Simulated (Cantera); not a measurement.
What does this Cantera script print?

```python
import numpy as np
import cantera as ct

gas = ct.Solution("SiF4_NH3_mec.yaml", "gas")
gas.TPX = 2098, 21000, {'NH3': 1, 'N2': 0.22}
reactor = ct.IdealGasConstPressureReactor(gas, energy="off", clone=False)
net = ct.ReactorNet([reactor])
net.rtol, net.atol = 1e-08, 1e-18
show = ['NH3', 'NH2', 'N2H2', 'N2H4', 'H2', 'N']
times = np.geomspace(2e-06, 4, 12)

steps = ct.SolutionArray(gas, extra=["t"])
rows = []
print(f"{'t/s':>10s}{'T/K':>9s}{'P/Pa':>11s}" + "".join(f"{s:>11s}" for s in show))
for t in times:
    while net.time < t:
        t_next = net.step()
        steps.append(gas.state, t=t_next)
    rows.append([np.interp(t, steps.t, y) for y in (steps.T, steps.P, *steps(*show).X.T)])
    print(f"{t:10.3e}{rows[-1][0]:9.1f}{rows[-1][1]:11.4g}" + "".join(f"{x:11.3e}" for x in rows[-1][2:]))
rate = np.gradient(steps.T, steps.t)
print("integrator steps:", len(steps.t))
if steps.T.max() > steps.T[0] + 200:
    print(f"time of steepest temperature rise: {steps.t[rate.argmax()]:.4e} s")
gas.TPX = 2098, 21000, {'NH3': 1, 'N2': 0.22}
gas.equilibrate("TP")
print(f"equilibrium (TP): T = {gas.T:.1f} K  " + "  ".join(f"{s} {gas[s].X[0]:.3e}" for s in show))
```

Result:

```
       t/s      T/K       P/Pa        NH3        NH2       N2H2       N2H4         H2          N
 2.000e-06   2098.0    2.1e+04  8.196e-01  1.911e-05  1.168e-10  1.324e-11  9.026e-06  5.998e-14
 7.479e-06   2098.0    2.1e+04  8.196e-01  7.433e-05  4.536e-09  2.376e-10  3.667e-05  4.551e-12
 2.797e-05   2098.0    2.1e+04  8.193e-01  2.796e-04  1.069e-07  3.512e-09  1.409e-04  3.481e-10
 1.046e-04   2098.0    2.1e+04  8.181e-01  9.976e-04  1.990e-06  4.521e-08  5.911e-04  8.966e-09
 3.911e-04   2098.0    2.1e+04  8.131e-01  2.111e-03  1.052e-05  2.030e-07  3.994e-03  5.892e-08
 1.463e-03   2098.0    2.1e+04  7.928e-01  2.079e-03  1.103e-05  1.970e-07  2.074e-02  2.240e-07
 5.470e-03   2098.0    2.1e+04  7.228e-01  1.798e-03  9.356e-06  1.473e-07  7.860e-02  6.923e-07
 2.045e-02   2098.0    2.1e+04  5.257e-01  1.348e-03  5.734e-06  8.286e-08  2.412e-01  1.337e-06
 7.649e-02   2098.0    2.1e+04  1.993e-01  6.869e-04  1.657e-06  2.149e-08  5.104e-01  1.766e-06
 2.860e-01   2098.0    2.1e+04  1.084e-02  9.950e-05  6.817e-08  4.501e-10  6.650e-01  2.058e-06
 1.070e+00   2098.0    2.1e+04  4.483e-05  1.111e-06  1.777e-11  5.577e-14  6.710e-01  1.704e-07
 4.000e+00   2098.0    2.1e+04  7.802e-06  1.935e-07  7.662e-13  1.692e-15  6.710e-01  2.972e-08
integrator steps: 1790
equilibrium (TP): T = 2098.0 K  NH3 1.127e-06  NH2 2.796e-08  N2H2 2.449e-13  N2H4 3.566e-17  H2 6.710e-01  N 4.294e-09
```

Computed with Cantera and the gas-phase N/H chemistry of the illustrative SiF4/NH3 mechanism in the Surface Chemkin manual (1991). Walls and surfaces, which speed up NH3 decomposition in real reactors, are not modelled.
